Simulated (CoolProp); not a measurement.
Vapour-liquid equilibrium of isohexane (1) + n-hexane (2) at 0.0524 MPa; x and y are mole fractions of (1).

Values from CoolProp's multi-fluid Helmholtz-energy mixture model, Lemmon 2006 and Thol 2019; pair parameters Bell 2016.

```tsv
x	bubble temperature, mixture model (°C)	bubble temperature, Raoult's law (°C)	y, mixture model	y, Raoult's law
0.05	48.6	48.7	0.067	0.066
0.15	47.6	47.7	0.194	0.192
0.25	46.7	46.9	0.311	0.309
0.35	45.8	46.0	0.421	0.420
0.45	44.9	45.1	0.524	0.525
0.55	44.1	44.3	0.621	0.623
0.65	43.3	43.5	0.712	0.715
0.75	42.6	42.8	0.798	0.802
0.85	41.9	42.0	0.881	0.885
0.95	41.2	41.3	0.961	0.963
```

The largest gap from Raoult's law is -0.2 K in bubble temperature, at x = 0.45. No azeotrope shows between x = 0.05 and 0.95.

The pair parameters rest on a limited set of measurements; away from them the model extrapolates.
